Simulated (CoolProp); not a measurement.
Properties of toluene along the isotherm 346.85 °C.

The numbers come from the reference Helmholtz-energy equation of state, Lemmon 2006 in CoolProp. It is a short technical equation, of lower accuracy than the large ones.

```
p (bar)          phase  cv (kJ/(kg K))  speed of sound (m/s)  Prandtl number
-------  -------------  --------------  --------------------  --------------
6.19               gas           2.102                 230.9           0.723
12.4               gas           2.116                 219.4           0.740
18.6               gas           2.132                 207.1           0.763
24.8               gas           2.150                 193.7           0.794
30.9               gas           2.171                 179.4           0.835
37.1               gas           2.198                 163.6           0.901
43.3     supercritical           2.232                 146.2            1.03
49.5     supercritical           2.278                 127.0            1.36
55.7     supercritical           2.308                 116.7            2.31
61.9     supercritical           2.268                 150.6            2.23
```

Viscosity comes from a separate model (Avgeri 2015). Thermal conductivity comes from a separate model (Assael 2012).
